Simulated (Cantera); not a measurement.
Cantera run:

```python
import numpy as np
import cantera as ct

gas_names = """
    CL CL2 H HCL H2 N NH NH2 NH3 N2 N2H2 N2H4 Si SiCL SiCL2 SiCL3 SiCL4 SiH SiHCL3 SiH2 SiH2CL2 SiH3
    SiH3CL SiH4 SiN Si2 Si2N Si3
""".split()
cond_names = """
    NH4CL(a) NH4CL(b) Si(cr) Si(L) Si3N4(a)
""".split()


# ... load() reads the species with a 1 bar reference pressure and builds the phases ...
atoms = {
    'SiH2Cl2': {'Si': 1, 'H': 2, 'CL': 2},
    'NH3': {'N': 1, 'H': 3},
    'N2': {'N': 2},
}
top_T = {'Si3N4(a)': 2400}  # K; cautious upper limits of use, not melting points


# ... equilibrate(T, P, feed) seeds the gas with the atoms and calls Mixture.equilibrate('TP', solver="vcs", rtol=1e-11, max_steps=5000) ...
results = []
feed = {'SiH2Cl2': 1, 'NH3': 25, 'N2': 32}  # mol
T = 1948.15  # K
P = 1333.22  # Pa
mix = equilibrate(T, P, feed)
results.append((T, P, feed, dict(zip(mix.species_names, mix.species_moles))))
x = sorted(zip(gas.X, gas.species_names), reverse=True)
print(f"T = {T:g} K  P = {P:g} Pa  gas = {mix.phase_moles(0):.4g} mol")
print("   x: " + "  ".join(f"{s} {v:.3e}" for v, s in x if v > 1e-06))
print("   condensed (mol): " + ("  ".join(f"{mix.phase(i).name} {mix.phase_moles(i):.4g}"
      for i in range(1, mix.n_phases) if mix.phase_moles(i) > 1e-12) or "none"))
```

Result:

```
T = 1948.15 K  P = 1333.22 Pa  gas = 84.45 mol
   x: N2 5.269e-01  H2 4.430e-01  HCL 1.906e-02  H 6.521e-03  SiCL2 2.090e-03  Si 1.746e-03  SiCL 2.217e-04  CL 2.104e-04  SiH 1.031e-04  Si2N 5.966e-05  SiN 4.325e-05  SiH2 3.474e-05  Si2 1.591e-05  Si3 3.501e-06  SiCL3 1.916e-06
   condensed (mol): Si(L) 0.6282
```

These are equilibrium values from Cantera (NASA tables, ideal gas, pure condensed phases), not measurements of a reactor. The tables' values for SiCl, SiN are old estimates; treat these amounts as uncertain. Gases not in the tables: Si2H6 and higher silanes.
